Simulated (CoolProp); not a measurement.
Vapour-liquid equilibrium of n-hexane (1) + o-xylene (2) at 102.75 °C; x and y are mole fractions of (1).

The numbers come from the multi-fluid Helmholtz-energy mixture model, Thol 2019 and Zhou 2012; pair parameters Bell 2016 in CoolProp.

```json
[
 {"x": "0.05", "bubble pressure (bar)": "0.4309", "y at the bubble point": "0.352", "dew pressure at overall composition x (bar)": "0.3052", "liquid density (mol/L)": "7.579"},
 {"x": "0.2", "bubble pressure (bar)": "0.8257", "y at the bubble point": "0.706", "dew pressure at overall composition x (bar)": "0.3570", "liquid density (mol/L)": "(withheld)"},
 {"x": "0.35", "bubble pressure (bar)": "1.188", "y at the bubble point": "(withheld)", "dew pressure at overall composition x (bar)": "0.4298", "liquid density (mol/L)": "7.344"},
 {"x": "0.5", "bubble pressure (bar)": "1.527", "y at the bubble point": "(withheld)", "dew pressure at overall composition x (bar)": "(withheld)", "liquid density (mol/L)": "7.215"},
 {"x": "0.65", "bubble pressure (bar)": "1.853", "y at the bubble point": "0.932", "dew pressure at overall composition x (bar)": "0.7222", "liquid density (mol/L)": "7.075"},
 {"x": "0.8", "bubble pressure (bar)": "2.179", "y at the bubble point": "(withheld)", "dew pressure at overall composition x (bar)": "(withheld)", "liquid density (mol/L)": "6.926"},
 {"x": "0.95", "bubble pressure (bar)": "2.521", "y at the bubble point": "(withheld)", "dew pressure at overall composition x (bar)": "2.024", "liquid density (mol/L)": "(withheld)"}
]
```

Q: What belongs in the gaps?

A: 
- 0.2, liquid density (mol/L): 7.465
- 0.35, y at the bubble point: 0.827
- 0.5, y at the bubble point: 0.891
- 0.5, dew pressure at overall composition x (bar): 0.5393
- 0.8, y at the bubble point: 0.964
- 0.8, dew pressure at overall composition x (bar): 1.084
- 0.95, y at the bubble point: 0.991
- 0.95, liquid density (mol/L): 6.764

No azeotrope shows between x = 0.05 and 0.95.

The pair parameters rest on a limited set of measurements; away from them the model extrapolates.
